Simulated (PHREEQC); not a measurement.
Dissolve 0.087 mol/kgw Cs2CO3 at 20 °C. Closed to the air; pH follows from the charge balance.

Model: ion-association model, wateq4f.dat, run in PHREEQC.

**Question.** The ionic strength comes out as 0.258 mol/kgw. What activity coefficients do OH-, Cs+, CO3-2, HCO3- get?

**Answer.** OH- 0.69, Cs+ 0.74, CO3-2 0.29, HCO3- 0.73.

Precipitation was switched off in this run.
